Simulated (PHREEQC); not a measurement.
A solution holds 0.033 mol Cd(NO3)2 per kg of water, at 25 °C. Closed to the air; pH follows from the charge balance.

Model: ion-association model, wateq4f.dat, run in PHREEQC.

Each row changes one thing in this solution. This is a speciation only: nothing precipitates in the calculation.

| case | pH | ionic strength (mol/kgw) | CdNO3+ (mol/kgw) | CdOH+ (mol/kgw) | Cd2OH+3 (mol/kgw) | Cd(OH)2 (mol/kgw) | SI of Cd(OH)2 (Cd(OH)2) |
|---|---|---|---|---|---|---|---|
| as made | 5.92 | 0.0953 | 0.00183 | 1.03e-6 | 4.17e-7 | 3.51e-11 | -3.74 |
| Cd(NO3)2 from 0.033 to 0.066 mol/kgw | 5.74 | 0.187 | 0.00565 | 1.16e-6 | (withheld) | 2.47e-11 | -3.89 |
| Cd(NO3)2 from 0.033 to 0.165 mol/kgw | 5.47 | 0.443 | 0.0259 | 1.31e-6 | 3.13e-6 | 1.35e-11 | -4.13 |
| diluted 5-fold with water | 6.23 | 0.0196 | 0.000122 | 6.07e-7 | 3.33e-8 | 4.81e-11 | -3.62 |
| Cd(NO3)2 from 0.033 to 0.0066 mol/kgw | 6.23 | 0.0196 | 0.000122 | 6.07e-7 | 3.33e-8 | 4.81e-11 | -3.62 |
| diluted 100-fold with water | 6.74 | (withheld) | 4.73e-7 | 1.34e-7 | 2.49e-10 | 3.77e-11 | -3.72 |

Complete the blanks.


- Cd(NO3)2 from 0.033 to 0.066 mol/kgw, Cd2OH+3 (mol/kgw): 1.09e-6
- diluted 100-fold with water, ionic strength (mol/kgw): 0.000989
